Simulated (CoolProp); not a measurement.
The numbers come from the reference Helmholtz-energy equation of state, Gao 2022 in CoolProp.

**Question.** Give the vapour pressure (kPa), liquid density (kg/m³), vapour density (kg/m³), liquid cp (kJ/(kg K)) of saturated n-perfluoropentane at 337.6 K.

**Answer.** 
```tsv
T (K)	p (kPa)	liquid density (kg/m³)	vapour density (kg/m³)	liquid cp (kJ/(kg K))
337.6	314	1460	36.9	1.13
```
